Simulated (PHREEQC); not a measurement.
0.34 g of hydrous ferric oxide (600 m²/g; 0.2 weak and 0.005 strong sites per Fe, Dzombak-Morel constants, diffuse double layer) in 1 kg of water with 0.005 mol/kgw of an inert sodium salt and 0.00013 mol MnCl2 and 4e-06 mol Ag2SO4, at 25 °C; the pH is set by adding NaOH or the inert anion's acid. The system is closed to oxygen. CO2 from the air is kept out. Precipitation was switched off in this run.

Base run: PHREEQC, ion-association model, wateq4f.dat. Each further column changes one thing. The table gives Ag sorbed (%).

```json
[
 {"pH": "4", "base": "0.1", "no electrostatic term (-no_edl)": "0.0", "background salt from 0.005 to 0.0005 mol/kgw": "0.2", "oxide from 0.34 to 1.7 g/kgw": "0.5", "0.0031 mol/kgw ZnCl2 added": "0.0"},
 {"pH": "5.5", "base": "4.9", "no electrostatic term (-no_edl)": "0.1", "background salt from 0.005 to 0.0005 mol/kgw": "5.2", "oxide from 0.34 to 1.7 g/kgw": "20.5", "0.0031 mol/kgw ZnCl2 added": "0.0"},
 {"pH": "6.5", "base": "13.7", "no electrostatic term (-no_edl)": "0.8", "background salt from 0.005 to 0.0005 mol/kgw": "13.8", "oxide from 0.34 to 1.7 g/kgw": "52.6", "0.0031 mol/kgw ZnCl2 added": "0.0"},
 {"pH": "8", "base": "20.4", "no electrostatic term (-no_edl)": "20.2", "background salt from 0.005 to 0.0005 mol/kgw": "20.4", "oxide from 0.34 to 1.7 g/kgw": "86.2", "0.0031 mol/kgw ZnCl2 added": "0.1"},
 {"pH": "9.5", "base": "86.8", "no electrostatic term (-no_edl)": "67.5", "background salt from 0.005 to 0.0005 mol/kgw": "87.2", "oxide from 0.34 to 1.7 g/kgw": "99.5", "0.0031 mol/kgw ZnCl2 added": "0.7"},
 {"pH": "10.5", "base": "98.3", "no electrostatic term (-no_edl)": "71.5", "background salt from 0.005 to 0.0005 mol/kgw": "98.5", "oxide from 0.34 to 1.7 g/kgw": "99.9", "0.0031 mol/kgw ZnCl2 added": "6.0"},
 {"pH": "12", "base": "99.7", "no electrostatic term (-no_edl)": "55.2", "background salt from 0.005 to 0.0005 mol/kgw": "99.7", "oxide from 0.34 to 1.7 g/kgw": "100.0", "0.0031 mol/kgw ZnCl2 added": "79.4"}
]
```

In at least one series the solution becomes supersaturated in solids that the run did not let form, among them Cerargyrite.
